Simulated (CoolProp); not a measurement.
A closed Brayton cycle with carbon dioxide: compressor inlet 310.15 K and 8.2 MPa, high pressure 24.8 MPa, turbine inlet 705 K, compressor efficiency 0.85, turbine efficiency 0.93, recuperator effectiveness 0.9 (on enthalpy, no pinch check). Each further row changes one setting.

Model: reference Helmholtz-energy equation of state, Span 1996, in CoolProp.

```tsv
case	thermal efficiency (%)	net work (kJ/kg)	compressor to turbine work	compressor exit (K)	turbine exit (K)
as stated	(withheld)	84.3	0.32	373.6	581.1
turbine inlet 655 K	30.0	73.2	0.35	373.6	535.8
compressor inlet 320.15 K	(withheld)	68.7	(withheld)	408.8	581.1
high pressure 21.1 MPa	(withheld)	75.5	0.29	364.0	(withheld)
recuperator effectiveness 0.5	23.6	84.3	0.32	373.6	581.1
```

Complete the blanks.


- as stated, thermal efficiency (%): 32.4
- compressor inlet 320.15 K, thermal efficiency (%): 30.1
- compressor inlet 320.15 K, compressor to turbine work: 0.44
- high pressure 21.1 MPa, thermal efficiency (%): 31.2
- high pressure 21.1 MPa, turbine exit (K): 598.7
